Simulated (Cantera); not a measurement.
An isothermal, constant-pressure homogeneous reactor starts with NO : N₂ = 1 : 0.64 (molar parts), at 1850 K and 0.200 bar. Integrator tolerance rtol = 1e-08.

Detailed kinetics in Cantera: GRI-Mech 3.0 (53 species, 325 reactions).

Problem. What does this change do: NO 1 to 0.31 parts?

Solution. 
| quantity | before | after |
|---|---|---|
| x(NO) at 50.0 s | 0.0294 (gas-phase equilibrium 0.00553) | 0.0308 (gas-phase equilibrium 0.00443) |
| x(O₂) at 50.0 s | 0.290 (gas-phase equilibrium 0.302) | 0.148 (gas-phase equilibrium 0.161) |
| x(N₂O) at 50.0 s | 4.17e-7 (gas-phase equilibrium 1.32e-7) | 4.51e-7 (gas-phase equilibrium 1.16e-7) |
| x(NO₂) at 50.0 s | 3.49e-5 (gas-phase equilibrium 6.71e-6) | 2.61e-5 (gas-phase equilibrium 3.93e-6) |
| x(O) at 50.0 s | 0.000234 (gas-phase equilibrium 0.000238) | 0.000167 (gas-phase equilibrium 0.000174) |
| x(N₂) at 50.0 s | 0.680 (gas-phase equilibrium 0.692) | 0.821 (gas-phase equilibrium 0.835) |

Problem. What does this change do: pressure from 0.200 bar to 1.10 bar?

Solution. 
```csv
quantity,before,after
x(NO) at 50.0 s,0.0294 (gas-phase equilibrium 0.00553),0.00747 (gas-phase equilibrium 0.00553)
x(O₂) at 50.0 s,0.290 (gas-phase equilibrium 0.302),0.301 (gas-phase equilibrium 0.302)
x(N₂O) at 50.0 s,4.17e-7 (gas-phase equilibrium 1.32e-7),3.20e-7 (gas-phase equilibrium 3.11e-7)
x(NO₂) at 50.0 s,3.49e-5 (gas-phase equilibrium 6.71e-6),2.12e-5 (gas-phase equilibrium 1.57e-5)
x(O) at 50.0 s,0.000234 (gas-phase equilibrium 0.000238),0.000101 (gas-phase equilibrium 0.000102)
x(N₂) at 50.0 s,0.680 (gas-phase equilibrium 0.692),0.691 (gas-phase equilibrium 0.692)
```

Problem. What does this change do: pressure from 0.200 bar to 0.810 bar?

Solution. 
| quantity | before | after |
|---|---|---|
| x(NO) at 50.0 s | 0.0294 (gas-phase equilibrium 0.00553) | 0.00881 (gas-phase equilibrium 0.00553) |
| x(O₂) at 50.0 s | 0.290 (gas-phase equilibrium 0.302) | 0.300 (gas-phase equilibrium 0.302) |
| x(N₂O) at 50.0 s | 4.17e-7 (gas-phase equilibrium 1.32e-7) | 2.84e-7 (gas-phase equilibrium 2.67e-7) |
| x(NO₂) at 50.0 s | 3.49e-5 (gas-phase equilibrium 6.71e-6) | 2.14e-5 (gas-phase equilibrium 1.35e-5) |
| x(O) at 50.0 s | 0.000234 (gas-phase equilibrium 0.000238) | 0.000118 (gas-phase equilibrium 0.000118) |
| x(N₂) at 50.0 s | 0.680 (gas-phase equilibrium 0.692) | 0.691 (gas-phase equilibrium 0.692) |
